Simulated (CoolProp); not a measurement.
R404A along the isotherm 402.3 K: fugacity coefficient from the reference equation and from simpler models built on Tc = 345.3 K, pc = 3.735 MPa, ω = 0.293; each cubic takes its own stable root.

The numbers come from the reference Helmholtz-energy equation of state, Lemmon 2003 in CoolProp. It is a pseudo-pure fit of the blend.

```csv
p (MPa),phase,reference,van der Waals,Redlich-Kwong,Soave-Redlich-Kwong,Peng-Robinson
0.0295,gas,0.9983,0.9984,0.9983,0.9985,0.9982
0.046,gas,0.9974,0.9975,0.9973,0.9976,0.9972
0.0716,gas,0.9960,0.9961,0.9958,0.9962,0.9956
0.111,gas,0.9937,0.9940,0.9936,0.9942,0.9932
0.174,gas,0.9902,0.9905,0.9899,0.9909,0.9894
0.27,gas,0.9848,0.9853,0.9844,0.9859,0.9836
0.421,gas,0.9764,0.9771,0.9757,0.9781,0.9745
0.655,gas,0.9634,0.9645,0.9623,0.9660,0.9606
1.02,gas,0.9433,?,0.9416,0.9474,?
1.59,gas,0.9125,0.9143,0.9099,0.9189,0.9067
2.47,gas,0.8662,0.8675,0.8620,0.8760,0.8583
3.85,supercritical,?,0.7946,0.7896,0.8116,0.7871
6,supercritical,0.6958,?,0.6842,0.7193,0.6881
9.34,supercritical,0.5694,0.5509,0.5583,?,0.5713
```

Q: What belongs in the gaps?

A: 
- 1.02, van der Waals: 0.9448
- 1.02, Peng-Robinson: 0.9392
- 3.85, reference: 0.7965
- 6, van der Waals: 0.6812
- 9.34, Soave-Redlich-Kwong: 0.6068
